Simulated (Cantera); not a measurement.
A Cantera script and its output.

```python
import numpy as np
import cantera as ct

gas = ct.Solution("gri30.yaml")
gas.TP = 300, 110000
flame = ct.CounterflowDiffusionFlame(gas, width=0.02)
flame.fuel_inlet.X, flame.fuel_inlet.T = {'C3H8': 1}, 550
flame.oxidizer_inlet.X, flame.oxidizer_inlet.T = {'O2': 0.17, 'N2': 0.83}, 648
flame.set_refine_criteria(ratio=3, slope=0.12, curve=0.24, prune=0.03)
show = ['OH', 'H', 'NO', 'CO', 'C2H2']

rows = []
print(f"{'mdot':>8s}{'a_max':>10s}{'a_mean':>10s}{'Tmax/K':>9s}" + "".join(f"{s:>11s}" for s in show) + "   (peak mole fractions)")
for i, mdot in enumerate([0.28, 0.35, 0.44, 0.55, 0.69, 0.87, 1.1, 1.4, 1.7]):  # kg/m2/s on the oxidiser side
    flame.oxidizer_inlet.mdot, flame.fuel_inlet.mdot = mdot, 1.3 * mdot
    flame.solve(loglevel=0, auto=(i == 0))
    if flame.T.max() < max(550, 648) + 100:
        print(f"{mdot:8.3g}  no burning solution found from the previous one")
        break
    dT = np.abs(np.gradient(flame.T, flame.grid))
    rows.append([flame.strain_rate("max"), flame.strain_rate("mean"), flame.T.max(),
                 *(flame.X[gas.species_index(s)].max() for s in show), max(dT[0], dT[-1]) / dT.max()])
    print(f"{mdot:8.3g}{rows[-1][0]:10.1f}{rows[-1][1]:10.1f}{rows[-1][2]:9.1f}" + "".join(f"{x:11.3e}" for x in rows[-1][3:-1]))
```

Result:

```
    mdot     a_max    a_mean   Tmax/K         OH          H         NO         CO       C2H2   (peak mole fractions)
    0.28     222.2      41.1   1988.8  5.470e-03  3.555e-03  2.144e-04  5.086e-02  3.590e-02
    0.35     273.3      51.3   1975.3  5.454e-03  3.713e-03  2.037e-04  5.100e-02  3.450e-02
    0.44     338.1      64.5   1962.1  5.428e-03  3.875e-03  1.919e-04  5.121e-02  3.309e-02
    0.55     416.0      80.6   1950.4  5.407e-03  4.040e-03  1.801e-04  5.157e-02  3.183e-02
    0.69     513.6     101.2   1937.8  5.365e-03  4.195e-03  1.667e-04  5.197e-02  3.041e-02
    0.87     636.5     127.6   1923.3  5.284e-03  4.332e-03  1.514e-04  5.244e-02  2.887e-02
     1.1     790.6     161.3   1907.6  5.175e-03  4.450e-03  1.347e-04  5.309e-02  2.722e-02
     1.4     987.1     205.3   1889.3  5.014e-03  4.532e-03  1.162e-04  5.396e-02  2.531e-02
     1.7    1181.0     249.3   1872.0  4.841e-03  4.555e-03  1.002e-04  5.485e-02  2.353e-02
```

Computed with Cantera and GRI-Mech 3.0 (53 species, 325 reactions). GRI-Mech 3.0 was tuned for natural gas; its chemistry of propane as a main component is partial and can be far from experiment. GRI-Mech 3.0 has no aromatics or soot, which form on the fuel side of real flames. The maximum strain rate includes the flame's own expansion and is several times the mean.
